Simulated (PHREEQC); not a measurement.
0.25 g of hydrous ferric oxide (600 m²/g; 0.2 weak and 0.005 strong sites per Fe, Dzombak-Morel constants, diffuse double layer) in 1 kg of water with 0.1 mol/kgw of an inert sodium salt and 4.2e-06 mol Ag2SO4 and 9e-06 mol MnCl2, at 25 °C; the pH is set by adding NaOH or the inert anion's acid. The system is closed to oxygen. The system is closed to CO2. Precipitation was switched off in this run.

Base run: PHREEQC, ion-association model, wateq4f.dat. Each further column changes one thing. The table gives Ag sorbed (%).

```
pH    base  no electrostatic term (-no_edl)  background salt from 0.1 to 0.01 mol/kgw  oxide from 0.25 to 1.2 g/kgw  0.00012 mol/kgw MgCl2 added
----  ----  -------------------------------  ----------------------------------------  ----------------------------  ---------------------------
3      0.0                              0.0                                       0.0                           0.0                          0.0
3.5    0.0                              0.0                                       0.0                           0.0                          0.0
4      0.0                              0.0                                       0.1                           0.1                          0.0
5      0.8                              0.0                                       1.5                           3.9                          0.7
5.5    3.3                              0.1                                       4.8                          14.2                          2.7
6     10.8                              0.9                                      13.6                          37.3                          8.9
6.5   25.6                              6.1                                      28.8                          65.4                         21.8
7.5   54.4                             47.3                                      55.7                          94.8                         50.3
8     68.7                             68.3                                      70.3                          98.3                         64.9
8.5   83.0                             82.1                                      84.5                          99.5                         78.6
9     92.7                             89.2                                      93.5                          99.8                         88.7
10    99.0                             92.9                                      99.2                         100.0                         98.0
10.5  99.6                             93.2                                      99.7                         100.0                         99.2
11    99.8                             93.0                                      99.9                         100.0                         99.6
```

The oxide is taken as insoluble; below pH 4 it would dissolve. In at least one series the solution becomes supersaturated in solids that the run did not let form, among them Cerargyrite.
